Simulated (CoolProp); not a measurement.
Properties of p-xylene along the isobar 4770 kPa.

Model: reference Helmholtz-energy equation of state, Zhou 2012, in CoolProp.

| T (°C) | phase | density (kg/m³) | cp (kJ/(kg K)) | speed of sound (m/s) | expansivity (1/kK) | viscosity (µPa s) |
|---|---|---|---|---|---|---|
| 86.95 | liquid | 807.0 | 1.919 | 1096 | ? | 339 |
| 91.85 | liquid | 802.7 | 1.936 | 1078 | 1.101 | 326 |
| 96.85 | liquid | 798.2 | 1.953 | ? | 1.113 | ? |
| 101.75 | liquid | 793.9 | 1.970 | 1042 | 1.125 | 301 |
| 106.75 | liquid | 789.4 | 1.987 | 1024 | 1.138 | 290 |
| 111.65 | liquid | 785.0 | 2.005 | 1006 | 1.151 | 279 |
| 116.65 | liquid | 780.4 | 2.022 | 988.3 | 1.166 | 269 |
| 121.65 | liquid | 775.9 | 2.040 | 970.6 | 1.181 | 260 |
| 126.55 | liquid | 771.4 | 2.057 | 953.3 | 1.196 | 251 |
| 131.55 | liquid | 766.7 | 2.075 | 935.7 | 1.213 | 242 |
| 136.45 | liquid | 762.2 | 2.092 | 918.6 | 1.230 | 234 |
| 141.45 | liquid | 757.5 | ? | 901.2 | 1.248 | 226 |
| 146.35 | liquid | 752.8 | ? | 884.3 | 1.266 | 219 |
| 151.35 | liquid | 748.0 | 2.145 | 867.2 | 1.286 | 212 |
| 156.25 | liquid | 743.3 | 2.163 | ? | 1.306 | 205 |

Problem. Some entries are withheld; supply them.

Solution. 
- 86.95, expansivity (1/kK): 1.089
- 96.85, speed of sound (m/s): 1060
- 96.85, viscosity (µPa s): 313
- 141.45, cp (kJ/(kg K)): 2.110
- 146.35, cp (kJ/(kg K)): 2.127
- 156.25, speed of sound (m/s): 850.5

Viscosity comes from a separate model (Balogun 2015).
